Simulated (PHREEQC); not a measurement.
PHREEQC input (ion-association model, phreeqc.dat):

```
SOLUTION_SPECIES
  SO4-2 + 9 H+ + 8 e- = HS- + 4 H2O  # shut off: sulfate is not reduced
    -log_k -100
    -delta_h 0
    -analytic -100
SOLUTION 1
  temp 25
  units mol/kgw
  pH 7 charge
  Cl 0.022
  Cd 0.011
  Br 0.00086
  K 0.00086
SOLUTION 2
  temp 25
  units mol/kgw
  pH 7 charge
  S(6) 0.13029
  Zn 0.13
  Cl 0.0032
  K 0.0032
  Mn(2) 0.00029
END
SELECTED_OUTPUT 1
  -reset false
  -pH true
  -pe true
  -ionic_strength true
  -water true
  -totals Br Cd Cl K Mn S Zn Mn(2) Mn(3) S(-2)
    S(6)
  -molalities H+ K+ Mn+2 Cl- SO4-2 Br- Zn+2 Cd+2 OH- O2
    HSO4- S-2 HS- H2S KSO4- MnOH+ Mn(OH)3- MnCl+ MnCl2 MnCl3-
    MnSO4 Mn+3 ZnOH+ Zn(OH)2 Zn(OH)3- Zn(OH)4-2 ZnCl+ ZnCl2 ZnCl3- ZnCl4-2
    ZnOHCl Zn(HS)2 Zn(HS)3- ZnSO4 Zn(SO4)2-2 ZnBr+ ZnBr2 CdOH+ Cd(OH)2 Cd(OH)3-
    Cd(OH)4-2 Cd2OH+3 CdOHCl CdCl+ CdCl2 CdCl3- CdSO4 Cd(SO4)2-2 CdBr+ CdBr2
    CdHS+ Cd(HS)2 Cd(HS)3- Cd(HS)4-2
  -equilibrium_phases Pyrochroite Sylvite Zn(OH)2(e) Cd(OH)2
PRINT
  -reset false
MIX 1
  1 1
  2 0
EQUILIBRIUM_PHASES 1
  Pyrochroite 0 0
  Sylvite 0 0
  Zn(OH)2(e) 0 0
  Cd(OH)2 0 0
END
# ... the last block is repeated for the other 20 points of share of solution B
```

Selected output (columns that matter, 10 of 21 rows; share of solution B added in front):

```
share of solution B	pH	mu	Br	Cd	Cl	K	Mn	S	Zn	m_H+	m_K+	m_Mn+2	m_Cl-	m_SO4-2
0	5.869	0.022746	0.00086	0.011	0.022	0.00086	0	0	0	1.5283e-06	0.00086	0	0.016583	0
0.1	5.6227	0.053743	0.000774	0.0099	0.02012	0.001094	2.9e-05	0.013029	0.013	2.8018e-06	0.0010699	2.2249e-05	0.016527	0.007227
0.2	5.5775	0.079742	0.000688	0.0088	0.01824	0.001328	5.8e-05	0.026058	0.026	3.1696e-06	0.0012818	4.0879e-05	0.015563	0.01313
0.35	5.5483	0.11584	0.000559	0.00715	0.01542	0.001679	0.0001015	0.045602	0.0455	3.4532e-06	0.0015989	6.7148e-05	0.013626	0.020796
0.45	5.5374	0.13898	0.000473	0.00605	0.01354	0.001913	0.0001305	0.058631	0.0585	3.5729e-06	0.0018094	8.4256e-05	0.01217	0.025401
0.55	5.5298	0.1617	0.000387	0.00495	0.01166	0.002147	0.0001595	0.07166	0.0715	3.6633e-06	0.0020192	0.00010124	0.010629	0.029722
0.65	5.5243	0.18413	0.000301	0.00385	0.00978	0.002381	0.0001885	0.084689	0.0845	3.7337e-06	0.0022284	0.00011818	0.0090249	0.033824
0.8	5.5188	0.21742	0.000172	0.0022	0.00696	0.002732	0.000232	0.10423	0.104	3.8126e-06	0.0025409	0.00014359	0.0065256	0.039665
0.9	5.5164	0.23945	8.6e-05	0.0011	0.00508	0.002966	0.000261	0.11726	0.117	3.8516e-06	0.0027484	0.00016054	0.0048082	0.043398
1	5.5148	0.2614	0	0	0.0032	0.0032	0.00029	0.13029	0.13	3.8819e-06	0.0029552	0.00017752	0.0030555	0.047032
```

Complexes and solids missing from the database can't appear.
